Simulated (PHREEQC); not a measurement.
A solution holds 0.19 mol Na2CO3, 0.001 mol HF and 3.1e-05 mol CO2 per kg of water, at 25 °C. Closed to the air; pH follows from the charge balance.

The numbers come from PHREEQC with the ion-association model, phreeqc.dat.

```tsv
quantity	before	after
pH	11.25	12.10
ionic strength (mol/kgw)	0.355	0.378
HCO3- (mol/kgw)	0.00351	0.000497
F- (mol/kgw)	0.000935	0.000936
CO2 (mol/kgw)	2.93e-8	5.76e-10
```

### Question
Name the change that produced these shifts.
A) HF from 0.001 to 0.0015 mol/kgw
B) diluted 2-fold with water
C) diluted 10-fold with water
D) HF from 0.001 to 0.01 mol/kgw
E) 0.02 mol/kgw TMAH added

### Answer
E, 0.02 mol/kgw TMAH added

Precipitation was switched off in this run. (CH3)4N+ isn't in the database: it is added as a free cation with an ion size of 4 Å.
